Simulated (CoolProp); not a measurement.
Vapour-liquid equilibrium of nitrogen (1) + oxygen (2) at 5.17 bar; x and y are mole fractions of (1).

The numbers come from the multi-fluid Helmholtz-energy mixture model, Span 2000 and Schmidt 1985; pair parameters Gernert 2013 in CoolProp.

```csv
x,"bubble temperature, mixture model (K)","bubble temperature, Raoult's law (K)","y, mixture model","y, Raoult's law"
0.05,___,108.1,0.125,0.127
0.15,___,105.9,___,0.333
0.25,103.7,104.0,0.472,0.491
0.35,102.0,102.3,___,0.615
0.45,100.6,100.7,___,0.713
0.55,99.2,99.3,0.760,0.791
0.65,___,98.1,0.827,0.854
0.75,96.9,96.9,___,0.906
0.85,95.9,95.9,0.935,0.949
0.95,94.9,94.9,0.980,0.984
```

Problem. What belongs in the gaps?

Solution. 
- 0.05, bubble temperature, mixture model (K): 107.9
- 0.15, bubble temperature, mixture model (K): 105.6
- 0.15, y, mixture model: 0.323
- 0.35, y, mixture model: 0.588
- 0.45, y, mixture model: 0.682
- 0.65, bubble temperature, mixture model (K): 98.0
- 0.75, y, mixture model: 0.885

The largest gap from Raoult's law is -0.3 K in bubble temperature, at x = 0.25. No azeotrope shows between x = 0.05 and 0.95.

The pair parameters rest on a limited set of measurements; away from them the model extrapolates.
